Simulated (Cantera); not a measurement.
Input: 1 mol V2O5, 87 mol H2, 38 mol N2, at 1877 °C and 0.100 bar.

These are equilibrium values from Cantera (NASA tables, ideal gas, pure condensed phases), not measurements of a reactor. Candidate condensed phases: H2O, V, VN, VO, V2O3, V2O4, V2O5; 28 gas species. VO: taken at fixed stoichiometry. Equilibrium is a limit: real reactors are often held back by kinetics, nucleation or transport.

Base state: H2 0.663, N2 0.302, H2O 0.0230, H 0.0109, VO2 0.000755, VO 0.000146, OH 4.87e-5 (mole fractions); condensed: VO(l).

### Question
What changes in the equilibrium state with this change: temperature from 1877 °C to 452 °C?

### Answer
| species | before | after |
|---|---|---|
| H2 | 0.663 | 0.680 |
| N2 | 0.302 | 0.304 |
| H2O | 0.0230 | 0.0160 |
| H | 0.0109 | <1e-9 |
| VO2 | 0.000755 | <1e-9 |
| VO | 0.000146 | <1e-9 |
| OH | 4.87e-5 | <1e-9 |
| VO(l), mol | 1.89 | 0 |
| V2O3(s), mol | 0 | 1.00 |
Condensed phases not in the tables: the oxides between V2O3 and V2O5 other than VO2.
